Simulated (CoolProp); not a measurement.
C2F6 (R116) along the isotherm 281.6 K: fugacity coefficient from the reference equation and from simpler models built on Tc = 293.0 K, pc = 30.48 bar, ω = 0.257; each cubic takes its own stable root.

The numbers come from the reference Helmholtz-energy equation of state, Lemmon 2006 in CoolProp. It is a short technical equation, of lower accuracy than the large ones.

```csv
p (bar),phase,reference
0.964,gas,0.9880
1.5,gas,0.9813
2.34,gas,0.9709
3.64,gas,0.9548
5.66,gas,0.9298
8.82,gas,0.8909
13.7,gas,0.8307
21.4,gas,0.7331
33.3,liquid,0.5194
51.8,liquid,0.3676
80.7,liquid,0.2720
126,liquid,0.2154
196,liquid,0.1890
305,liquid,0.1924
```

**Question.** How far does each simpler model (van der Waals, Peng-Robinson) lie from the reference over these 14 states: mean and median of the absolute difference, and the worst?

**Answer.** 
- van der Waals: mean 17.1 %, median 3.9 %, worst +78.4 % at 281.6 K and 305 bar
- Peng-Robinson: mean 2.5 %, median 2.1 %, worst -9.9 % at 281.6 K and 305 bar
